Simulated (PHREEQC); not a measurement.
Dissolve 0.0022 mol/kgw KOH and 7.6e-06 mol/kgw CO2 at 25 °C. Closed to the air; pH follows from the charge balance.

Equilibrium calculation in PHREEQC: ion-association model, phreeqc.dat.

Task: The ionic strength comes out as 0.00221 mol/kgw. What activity coefficients do OH-, K+, CO3-2 get?

Result: OH- 0.95, K+ 0.95, CO3-2 0.82.

This is a speciation only: nothing precipitates in the calculation.
